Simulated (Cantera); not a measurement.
**Ammonia decomposition in nitride growth gas**

An isothermal, constant-pressure homogeneous reactor starts with 85.5 % NH₃, 14.5 % N₂, at 1850 K and 20.0 Torr.

Detailed kinetics in Cantera: the gas-phase N/H chemistry of the illustrative SiF4/NH3 mechanism in the Surface Chemkin manual (1991). Walls and surfaces, which speed up NH3 decomposition in real reactors, are not modelled.

```
t (s)     x NH₃      x NH       x N    x N₂H₂     x NH₂
--------  -----  --------  --------  --------  --------
2.00e-5   0.855  7.58e-12    <1e-12  1.22e-12   1.54e-6
9.20e-5   0.855  2.39e-10    <1e-12  1.15e-10   7.45e-6
0.000423  0.855   9.37e-9  2.10e-12   6.22e-9   3.46e-5
0.00194   0.854   2.80e-7  1.97e-10   1.97e-7  0.000158
0.00894   0.853   2.71e-6   3.35e-9   3.76e-6  0.000620
0.0411    0.843   4.46e-6   2.59e-8   6.59e-6  0.000796
0.189     0.796   5.76e-6   1.17e-7   6.02e-6  0.000724
0.870     0.620   6.82e-6   2.93e-7   4.01e-6  0.000575
4.00      0.252   5.53e-6   3.93e-7   1.11e-6  0.000305
```
x: mole fraction; the columns are a selection and need not sum to one.

Equilibrium at this temperature and pressure: NH₃ 2.22e-7, NH 4.23e-10, N 2.95e-10, N₂H₂ <1e-12, NH₂ 2.43e-9 (gas phase only).
